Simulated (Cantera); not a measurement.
A perfectly stirred reactor is fed with 2.56 % N2O, 97.4 % N2, at 0.533 atm; it is held at 1550 K, and followed from long to short residence time.

Detailed kinetics in Cantera: GRI-Mech 3.0 (53 species, 325 reactions). GRI-Mech 3.0 was tuned for natural gas; its chemistry of N2O as a main component is partial and can be far from experiment.

Question: Predict: x(N2O) at τ = 3.70 s; x(N2) at τ = 3.70 s; x(NO) at τ = 3.70 s; x(O2) at τ = 3.70 s; x(NO2) at τ = 3.70 s; x(N2O) at τ = 14.0 ms; x(N2) at τ = 14.0 ms; x(NO) at τ = 14.0 ms; x(O2) at τ = 14.0 ms; x(NO2) at τ = 14.0 ms.

Answer: 
| Property | Value |
|---|---|
| x(N2O) at τ = 3.70 s | 0.000212 |
| x(N2) at τ = 3.70 s | 0.986 |
| x(NO) at τ = 3.70 s | 0.00221 |
| x(O2) at τ = 3.70 s | 0.0114 |
| x(NO2) at τ = 3.70 s | 6.11e-6 |
| x(N2O) at τ = 14.0 ms | 0.0149 |
| x(N2) at τ = 14.0 ms | 0.978 |
| x(NO) at τ = 14.0 ms | 0.00276 |
| x(O2) at τ = 14.0 ms | 0.00388 |
| x(NO2) at τ = 14.0 ms | 8.48e-6 |
